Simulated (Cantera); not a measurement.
Charge: 1 mol Si, 3.9 mol HBr, 0.83 mol H₂.

Cantera equilibrium calculation (NASA polynomials, part measured and part estimated; ideal gas, pure solids and liquids). Candidate condensed phases: Br₂, Si; 19 gas species. The tables' values for SiBr₃ are old estimates. Rates play no part.

Question: What condenses at these points (T in °C, P in Pa): (427, 600); (727, 100000); (877, 13); (527, 100000); (577, 2200)?

Answer: 
| T (°C) | P in Pa | condensed phases | Si condensed (%) |
|---|---|---|---|
| 427 | 600 | Si | 2.2 |
| 727 | 100000 | Si | 1.5 |
| 877 | 13 | gas only | 0.0 |
| 527 | 100000 | Si | 0.2 |
| 577 | 2200 | Si | 2.9 |
